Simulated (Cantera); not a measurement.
Feed: 1 mol CH₄, 0.027 mol CO₂, 0.42 mol H₂, 0.007 mol O₂, at 2725 K and 13300 Pa.

Equilibrium computed with Cantera from the NASA thermochemical tables; the gas is ideal and each condensed phase is pure. Candidate condensed phases: C, C₆H₆, C₇H₈, C₈H₁₈, H₂O; 110 gas species. Rates play no part.

Base state: H₂ 0.800, H 0.153, CO 0.0252, C₂H₂ (acetylene) 0.0206, C₂H 0.000437, C₄H₂ 0.000221, C₃ 9.17e-5, C₂H₂ (vinylidene) 3.22e-5 (mole fractions); condensed: C(graphite).

Question: What changes in the equilibrium state with this change: temperature from 2725 K to 650 K?

Answer: 
| species | before | after |
|---|---|---|
| CH₄ | 9.22e-6 | 0.556 |
| H₂ | 0.800 | 0.401 |
| H₂O | 3.94e-8 | 0.0424 |
| H | 0.153 | <1e-9 |
| C₂H₂ (acetylene) | 0.0206 | <1e-9 |
| CO | 0.0252 | 0.000311 |
| CO₂ | <1e-9 | 0.000513 |
| C₂H | 0.000437 | <1e-9 |
| C₄H₂ | 0.000221 | <1e-9 |
| C(graphite), mol | 0.842 | 0.160 |
